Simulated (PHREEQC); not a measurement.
Consider water at 25 °C with 0.028 mol/kgw NH4Cl and 0.026 mol/kgw KOH. Closed to the air; pH follows from the charge balance.

The numbers come from PHREEQC with the ion-association model, phreeqc.dat.

```
Item                           Value
--------------------  --------------
pH                             10.37
ionic strength        0.0283 mol/kgw
specific conductance      3830 µS/cm
total alkalinity         26.0 meq/kg
```

```csv
species,molality,activity,log γ
Cl-,0.0280,0.0238,-0.071
K+,0.0260,0.0221,-0.071
NH3,0.0257,0.0259,0.003
NH4+,0.00228,0.00192,-0.075
OH-,0.000282,0.000239,-0.072
```

No solid was allowed to form.
